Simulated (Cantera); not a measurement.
Cantera run:

```python
import numpy as np
import cantera as ct

gas_names = """
    Br Br2 Si SiBr SiBr2 SiBr3 SiBr4 Si2 Si3
""".split()
cond_names = """
    Br2(cr) Br2(L) Si(cr) Si(L)
""".split()


# ... load() reads the species with a 1 bar reference pressure and builds the phases ...
atoms = {
    'Si': {'Si': 1},
    'Br2': {'Br': 2},
}
top_T = {}  # K; cautious upper limits of use, not melting points


# ... equilibrate(T, P, feed) seeds the gas with the atoms and calls Mixture.equilibrate('TP', solver="vcs", rtol=1e-11, max_steps=5000) ...
results = []
feed = {'Si': 1, 'Br2': 7}  # mol
T = 1323.15  # K
for P in [1, 10, 100, 1000, 10000, 100000]:
    mix = equilibrate(T, P, feed)
    results.append((T, P, feed, dict(zip(mix.species_names, mix.species_moles))))
    x = sorted(zip(gas.X, gas.species_names), reverse=True)
    print(f"T = {T:g} K  P = {P:g} Pa  gas = {mix.phase_moles(0):.4g} mol")
    print("   x: " + "  ".join(f"{s} {v:.3e}" for v, s in x if v > 1e-05))
    print("   condensed (mol): " + ("  ".join(f"{mix.phase(i).name} {mix.phase_moles(i):.4g}"
          for i in range(1, mix.n_phases) if mix.phase_moles(i) > 1e-12) or "none"))
```

Output:

```
T = 1323.15 K  P = 1 Pa  gas = 12.82 mol
   x: Br 9.212e-01  SiBr2 6.968e-02  SiBr4 5.231e-03  SiBr3 3.117e-03  Br2 7.957e-04
   condensed (mol): none
T = 1323.15 K  P = 10 Pa  gas = 11.2 mol
   x: Br 9.030e-01  SiBr4 7.447e-02  SiBr2 1.032e-02  Br2 7.647e-03  SiBr3 4.526e-03
   condensed (mol): none
T = 1323.15 K  P = 100 Pa  gas = 10.33 mol
   x: Br 8.374e-01  SiBr4 9.602e-02  Br2 6.576e-02  SiBr3 6.293e-04  SiBr2 1.547e-04
   condensed (mol): none
T = 1323.15 K  P = 1000 Pa  gas = 8.411 mol
   x: Br 5.731e-01  Br2 3.080e-01  SiBr4 1.188e-01  SiBr3 1.138e-04
   condensed (mol): none
T = 1323.15 K  P = 10000 Pa  gas = 6.87 mol
   x: Br2 6.012e-01  Br 2.532e-01  SiBr4 1.455e-01  SiBr3 3.155e-05
   condensed (mol): none
T = 1323.15 K  P = 100000 Pa  gas = 6.281 mol
   x: Br2 7.513e-01  SiBr4 1.592e-01  Br 8.951e-02
   condensed (mol): none
```

These are equilibrium values from Cantera (NASA tables, ideal gas, pure condensed phases), not measurements of a reactor. The tables' values for SiBr3 are old estimates; treat these amounts as uncertain.
